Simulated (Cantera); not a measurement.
Feed: 1 mol TiO2, 33 mol Cl2, 0.068 mol O2, equilibrated at 0.00220 bar.

Cantera equilibrium calculation (NASA polynomials, part measured and part estimated; ideal gas, pure solids and liquids). Candidate condensed phases: Ti, TiCl2, TiCl3, TiCl4, TiO, TiO2, Ti2O3, Ti3O5, Ti4O7; 15 gas species. Condensed phases not in the tables: TiOCl. Kinetics and transport are ignored.

Question: At 1023 K, list the 4 most abundant gas species with their mole fractions, and the condensed phases.

Answer: Cl2 0.986, Cl 0.0115, O2 0.00240, TiCl4 0.000357. Condensed: TiO2(rutile).
